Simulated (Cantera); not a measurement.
An isothermal, constant-pressure homogeneous reactor starts with NH3 : H2 = 1 : 8.9 (molar parts), at 2350 K and 1.78 atm.

Computed with Cantera and the gas-phase N/H chemistry of the illustrative SiF4/NH3 mechanism in the Surface Chemkin manual (1991). Walls and surfaces, which speed up NH3 decomposition in real reactors, are not modelled.

One state of this run: x NH3 = 4.35e-6; x H2 = 0.945; x N2 = 0.0457; x N2H4 = <1e-12; x N2H2 = 1.52e-12; x H = 0.00910. x: mole fraction; the columns are a selection and need not sum to one.

Task: Which value of t (s) does it belong to?
A. 2.00e-5
B. 0.194
C. 0.0309
D. 47.8

Result: D, 47.8
